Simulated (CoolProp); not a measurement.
R142b along the isobar 5.04 MPa: Z from the reference equation and from simpler models built on Tc = 410.3 K, pc = 4.055 MPa, ω = 0.232; each cubic takes its own stable root.

The numbers come from the reference Helmholtz-energy equation of state, Lemmon 2006 in CoolProp. It is a short technical equation, of lower accuracy than the large ones.

```
T (K)          phase  reference  van der Waals  Soave-Redlich-Kwong
-----  -------------  ---------  -------------  -------------------
344.1         liquid     0.1757         0.2811               0.1978
352.5         liquid     0.1760         0.2807               0.1992
360.9         liquid     0.1767         0.2810               0.2016
369.3         liquid     0.1782         0.2821               0.2050
377.7         liquid        ___         0.2843               0.2098
386.1         liquid     0.1838         0.2879               0.2165
394.5         liquid     0.1888         0.2932               0.2261
402.9         liquid        ___         0.3012               0.2406
411.3  supercritical     0.2117            ___               0.2651
419.6  supercritical     0.2535         0.3335               0.3173
428    supercritical     0.3989         0.3729               0.4389
436.4  supercritical        ___         0.4524               0.5316
444.8  supercritical     0.5661            ___               0.5921
453.2  supercritical     0.6136         0.5783               0.6376
461.6  supercritical     0.6515         0.6170               0.6743
470    supercritical     0.6831         0.6482               0.7050
```

Q: What belongs in the gaps?

A: 
- 377.7, reference: 0.1804
- 402.9, reference: 0.1969
- 411.3, van der Waals: 0.3135
- 436.4, reference: 0.5018
- 444.8, van der Waals: 0.5270
